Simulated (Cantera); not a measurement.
An adiabatic, constant-pressure homogeneous reactor starts with 6.31 % CH₄, 0.562 % C₂H₆, 0.581 % C₃H₈, 7.26 % O₂, 65.7 % N₂, 14.5 % H₂O, 5.11 % H₂, at 1598 K and 41000 Pa.

Cantera simulation using GRI-Mech 3.0 (53 species, 325 reactions); the numbers are that mechanism's predictions, not measurements.

One state of this run: T (K) = 2005; x CH₄ = 6.12e-5; x C₂H₆ = 2.11e-10; x C₃H₈ = <1e-12; x CH₃ = 7.20e-6; x O = 4.30e-7. x: mole fraction; the columns are a selection and need not sum to one.

Problem. Which value of t (s) does it belong to?
(A) 0.400
(B) 0.000216
(C) 7.37e-5
(D) 0.0466

Solution. D, 0.0466
